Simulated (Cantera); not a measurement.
Input: 1 mol C2H6, 0.051 mol H2O, held at 2848 K and 0.00100 bar.

These are equilibrium values from Cantera (NASA tables, ideal gas, pure condensed phases), not measurements of a reactor. Candidate condensed phases: C, C6H6, C7H8, C8H18, H2O; 110 gas species. Equilibrium is a limit: real reactors are often held back by kinetics, nucleation or transport.

Base state: H 0.836, H2 0.0748, C3 0.0564, C 0.0110, CO 0.00832, C2 0.00556, C2H 0.00446, C2H2 (acetylene) 0.00292 (mole fractions); condensed: C(graphite).

### Question
What changes in the equilibrium state with this change: H2O from 0.051 to 1.5 mol?

### Answer
| species | before | after |
|---|---|---|
| H | 0.836 | 0.766 |
| CO | 0.00832 | 0.149 |
| H2 | 0.0748 | 0.0628 |
| C3 | 0.0564 | 0.0115 |
| C | 0.0110 | 0.00650 |
| C5 | 0.000636 | 4.49e-5 |
| C4H2 | 4.76e-5 | 4.79e-6 |
| C4 | 0.000121 | 1.45e-5 |
| C2H2 (acetylene) | 0.00292 | 0.000850 |
| C(graphite), mol | 0.662 | 0 |
